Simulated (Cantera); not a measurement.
## Iron carbonyl, mercury and lead vapours: Pb + CO + H2

A closed system holds: 1 mol Pb, 3.7 mol CO, 0.25 mol H2, at 10000 Pa.

These are equilibrium values from Cantera (NASA tables, ideal gas, pure condensed phases), not measurements of a reactor. Candidate condensed phases: C, C6H6, C7H8, C8H18, H2O, Pb, PbO, PbO2, Pb3O4; 113 gas species. Kinetics and transport are ignored.

From 877 °C to 1127 °C the condensed part is C(graphite) + Pb(l). The main Pb-bearing gas is Pb throughout. The share of Pb in condensed phases is highest at 877 °C (98.9 %) and lowest at 1127 °C (62.3 %).

```tsv
T (°C)	x CO	x Pb	x H2	x CO2	x H2O	x Pb2	x CH4	x H	n C(graphite)	n Pb(l)
877	0.930	0.00290	0.0630	0.00341	0.000275	6.33e-8	9.30e-6	5.92e-8	0.0145	0.989
902	0.930	0.00435	0.0630	0.00234	0.000203	1.25e-7	7.59e-6	9.73e-8	0.0100	0.983
927	0.929	0.00643	0.0628	0.00163	0.000151	2.40e-7	6.24e-6	1.56e-7	0.00705	0.974
952	0.927	0.00935	0.0627	0.00115	0.000114	4.47e-7	5.15e-6	2.47e-7	0.00501	0.963
977	0.923	0.0134	0.0624	0.000820	8.68e-5	8.12e-7	4.28e-6	3.82e-7	0.00361	0.947
1002	0.918	0.0189	0.0621	0.000591	6.65e-5	1.44e-6	3.57e-6	5.81e-7	0.00263	0.924
1027	0.912	0.0262	0.0616	0.000430	5.12e-5	2.50e-6	2.98e-6	8.68e-7	0.00194	0.894
1052	0.903	0.0360	0.0610	0.000315	3.96e-5	4.24e-6	2.50e-6	1.28e-6	0.00144	0.852
1077	0.891	0.0489	0.0602	0.000231	3.07e-5	7.05e-6	2.09e-6	1.85e-6	0.00108	0.797
1102	0.875	0.0656	0.0591	0.000170	2.38e-5	1.15e-5	1.74e-6	2.63e-6	0.000813	0.722
1127	0.855	0.0871	0.0578	0.000125	1.84e-5	1.84e-5	1.44e-6	3.70e-6	0.000615	0.623
```
x: gas mole fraction; n: condensed amount in mol.
